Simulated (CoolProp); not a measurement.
A simple Rankine cycle with m-xylene: condensing at 318.15 K, boiler at 0.0977 MPa, turbine inlet 560.8 K, turbine efficiency 0.75, pump efficiency 0.7, no recuperator. Each further row changes one setting.

Computed with CoolProp (reference Helmholtz-energy equation of state, Zhou 2012).

```json
[
 {"case": "as stated", "thermal efficiency (%)": "13.0", "net work (kJ/kg)": "104", "heat in (kJ/kg)": "802", "turbine exit temperature (K)": "507.7", "volume ratio over the turbine": "27.5"},
 {"case": "turbine inlet 580.8 K", "thermal efficiency (%)": "12.8", "net work (kJ/kg)": "108", "heat in (kJ/kg)": "844", "turbine exit temperature (K)": "527.3", "volume ratio over the turbine": "27.5"},
 {"case": "condensing temperature 310.15 K", "thermal efficiency (%)": "14.2", "net work (kJ/kg)": "116", "heat in (kJ/kg)": "816", "turbine exit temperature (K)": "501.6", "volume ratio over the turbine": "40.9"},
 {"case": "boiler pressure 0.0684 MPa", "thermal efficiency (%)": "11.7", "net work (kJ/kg)": "94.0", "heat in (kJ/kg)": "803", "turbine exit temperature (K)": "513.3", "volume ratio over the turbine": "19.4"},
 {"case": "turbine efficiency 0.65", "thermal efficiency (%)": "11.3", "net work (kJ/kg)": "90.2", "heat in (kJ/kg)": "802", "turbine exit temperature (K)": "514.9", "volume ratio over the turbine": "27.9"}
]
```
